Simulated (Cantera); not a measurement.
Charge: 1 mol PbO, 0.043 mol CO, a varied amount of N2, at 1.30 mbar.

Equilibrium computed with Cantera from the NASA thermochemical tables; the gas is ideal and each condensed phase is pure. Candidate condensed phases: C, Pb, PbO, PbO2, Pb3O4; 27 gas species. Mutual solubility and eutectic melting of coexisting phases are not modelled. Kinetics and transport are ignored.

Stable condensed phases, one row left out:

```
T in K \ n(N2) in mol
         0.52 0.82  1.3    2  3.1  4.8  7.5   12   18   28
   1025     A    A    A    B    B    B    B    B    B    B
   1000     A    A    A    A    A    B    B    B    B    B
    975     A    A    A    A    A    A    B    B    B    B
    925     A    A    A    A    A    A    A    A    A    B
    900     A    A    A    A    A    A    A    A    A    A
    875     A    A    A    A    A    A    A    A    A    A
    850     A    A    A    A    A    A    A    A    A    A
    825     A    A    A    A    A    A    A    A    A    A
    800     A    A    A    A    A    A    A    A    A    A
```

A: Pb + PbO; B: PbO.

Task: Give the row for 950 K.

Result: 0.52: Pb + PbO; 0.82: Pb + PbO; 1.3: Pb + PbO; 2: Pb + PbO; 3.1: Pb + PbO; 4.8: Pb + PbO; 7.5: Pb + PbO; 12: PbO; 18: PbO; 28: PbO.
